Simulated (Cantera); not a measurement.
An adiabatic, constant-pressure homogeneous reactor starts with 17.5 % CH3OH, 17.3 % O2, 65.2 % N2, at 1148 K and 1.00 bar.

Computed with Cantera and GRI-Mech 3.0 (53 species, 325 reactions). GRI-Mech 3.0 was tuned for natural gas; its chemistry of methanol as a main component is partial and can be far from experiment.

x: mole fraction; the columns are a selection and need not sum to one.

| t (s) | T (K) | x CH3OH | x O2 | x HO2 | x H2 | x O | x CH3 |
|---|---|---|---|---|---|---|---|
| 1.00e-6 | 1148 | 0.175 | 0.173 | 1.22e-9 | 8.33e-10 | 9.00e-12 | 7.33e-10 |
| 3.88e-6 | 1148 | 0.175 | 0.173 | (withheld) | (withheld) | 9.50e-12 | (withheld) |
| 1.51e-5 | 1148 | 0.175 | 0.173 | (withheld) | (withheld) | 9.67e-12 | (withheld) |
| 5.85e-5 | 1148 | 0.175 | 0.173 | 1.38e-7 | 8.40e-8 | 9.94e-12 | 1.78e-8 |
| 0.000227 | 1148 | 0.175 | 0.173 | 5.90e-7 | 3.41e-7 | 1.01e-11 | 2.00e-8 |
| 0.000881 | 1148 | 0.175 | 0.173 | 2.31e-6 | 1.38e-6 | 1.03e-11 | 1.96e-8 |
| 0.00342 | 1148 | 0.175 | 0.173 | 8.21e-6 | 7.26e-6 | 1.37e-11 | 1.85e-8 |
| 0.0133 | 1149 | 0.174 | 0.173 | 4.16e-5 | 0.000162 | 1.08e-10 | 1.40e-8 |
| 0.0515 | 2524 | <1e-12 | 0.000651 | 3.02e-7 | 0.0602 | 0.000419 | <1e-12 |
| 0.200 | 2524 | <1e-12 | 0.000651 | 3.02e-7 | 0.0602 | 0.000419 | <1e-12 |

Q: What belongs in the gaps?

A: 
- 3.88e-6, x HO2: 6.86e-9
- 3.88e-6, x H2: 4.66e-9
- 3.88e-6, x CH3: 2.70e-9
- 1.51e-5, x HO2: 3.09e-8
- 1.51e-5, x H2: 2.03e-8
- 1.51e-5, x CH3: 8.61e-9
